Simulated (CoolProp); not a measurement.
The numbers come from the reference Helmholtz-energy equation of state, Bücker 2006 in CoolProp.

Task: For ethane, give the phase and the speed of sound (m/s), Joule-Thomson coefficient (K/MPa) at 620 K and 4.33 bar; 620 K and 43.3 bar.

Result: 
- 620 K and 4.33 bar: gas; speed of sound 434, Joule-Thomson coefficient 1.53
- 620 K and 43.3 bar: gas; speed of sound 432, Joule-Thomson coefficient 1.45
